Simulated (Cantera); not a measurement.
A freely propagating, adiabatic, planar premixed flame of CH4 : C2H6 : C3H8 : O2 : N2 = 1 : 0.25 : 0.093 : 2.39 : 8.97 (molar parts), equivalence ratio 1.4, unburnt at 548 K and 5.00 bar; mixture-averaged transport, grid criteria slope 0.08 and curve 0.16, no radiation.

Computed with Cantera and GRI-Mech 3.0 (53 species, 325 reactions). Burning velocities carry a grid error of a few per cent, more on coarse grids.

x: mole fraction of selected species; z is measured from the peak of heat release.

| z (mm) | T (K) | u (m/s) | x CH4 | x C2H6 | x C3H8 | x NO2 | x CO | x HCN |
|---|---|---|---|---|---|---|---|---|
| -0.474 | 549 | 0.376 | 0.0784 | 0.0196 | 0.00730 | <1e-8 | 1.80e-5 | <1e-8 |
| -0.316 | 554 | 0.382 | 0.0777 | 0.0195 | 0.00726 | 1.41e-8 | 0.000187 | 1.54e-8 |
| -0.237 | 575 | 0.398 | 0.0762 | 0.0193 | 0.00721 | 7.27e-8 | 0.000843 | 8.82e-8 |
| -0.158 | 687 | 0.482 | 0.0704 | 0.0183 | 0.00696 | 4.83e-7 | 0.00507 | 7.45e-7 |
| -0.0790 | 1135 | 0.821 | 0.0493 | 0.0116 | ? | 1.10e-6 | 0.0270 | 5.36e-6 |
| -0.0395 | 1524 | 1.12 | 0.0303 | 0.00443 | ? | 2.84e-7 | 0.0508 | 1.15e-5 |
| 0 | 1879 | 1.41 | 0.0118 | 0.000402 | ? | 2.08e-8 | 0.0738 | 2.24e-5 |
| 0.0395 | 2062 | 1.55 | 0.00343 | 2.17e-5 | ? | <1e-8 | 0.0824 | 3.70e-5 |
| 0.0790 | 2129 | 1.60 | 0.00129 | 2.68e-6 | <1e-8 | <1e-8 | 0.0831 | 4.54e-5 |
| 0.158 | 2165 | 1.62 | 0.000436 | 2.02e-7 | <1e-8 | <1e-8 | 0.0819 | 4.66e-5 |
| 0.316 | 2178 | 1.63 | 0.000178 | 1.75e-8 | <1e-8 | <1e-8 | 0.0811 | 3.99e-5 |
| 0.632 | 2182 | 1.63 | 7.59e-5 | <1e-8 | <1e-8 | <1e-8 | 0.0812 | 3.00e-5 |
| 1.26 | 2182 | 1.63 | 2.13e-5 | <1e-8 | <1e-8 | <1e-8 | 0.0814 | 1.81e-5 |

Problem. Fill in the missing entries.

Solution. 
- -0.0790, x C3H8: 0.00444
- -0.0395, x C3H8: 0.00118
- 0, x C3H8: 1.42e-5
- 0.0395, x C3H8: 2.44e-8
